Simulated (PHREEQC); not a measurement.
Make-up at 20 °C: 0.074 mol HCl and 0.23 mol MnSO4 per kg of water. Closed to the air; pH follows from the charge balance.

The numbers come from PHREEQC with the Pitzer model, pitzer.dat.

The pH is 1.76 and the ionic strength is 0.902 mol/kgw. The activity of water comes out as 0.994 and the density is 1.033 g/cm³. The osmotic coefficient is 0.627 and the total alkalinity comes out as -74.0 meq/kg.

```csv
species,molality,activity,log γ
Mn+2,0.230,0.0359,-0.807
SO4-2,0.184,0.0132,-1.142
Cl-,0.0740,0.0450,-0.216
HSO4-,0.0462,0.0193,-0.380
H+,0.0278,0.0175,-0.201
```

No solid was allowed to form.
